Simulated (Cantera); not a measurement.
Feed: 1 mol SiF₄, 0.67 mol N₂, 26 mol NH₃, held at 1000 °C and 1.00 Torr.

These are equilibrium values from Cantera (NASA tables, ideal gas, pure condensed phases), not measurements of a reactor. Candidate condensed phases: Si, Si₃N₄; 37 gas species. The tables' values for SiF₃, SiF₂ are old estimates; treat these amounts as uncertain. The numbers say what is thermodynamically allowed, not how fast it happens.

Base state: H₂ 0.724, N₂ 0.254, SiF₄ 0.0168, HF 0.00319, SiF₃ 0.00111, SiHF₃ 0.000272, SiF₂ 6.63e-5, H 1.66e-5 (mole fractions); condensed: Si₃N₄(s).

Question: What changes in the equilibrium state with this change: temperature from 1000 °C to 450 °C?

Answer: 
| species | before | after |
|---|---|---|
| H₂ | 0.724 | 0.727 |
| N₂ | 0.254 | 0.255 |
| SiF₄ | 0.0168 | 0.0186 |
| HF | 0.00319 | 2.58e-5 |
| SiF₃ | 0.00111 | 1.84e-9 |
| SiF₂ | 6.63e-5 | <1e-9 |
| H | 1.66e-5 | <1e-9 |
| SiHF₃ | 0.000272 | 2.05e-6 |
| Si₃N₄(s), mol | 0.00748 | 0.000106 |
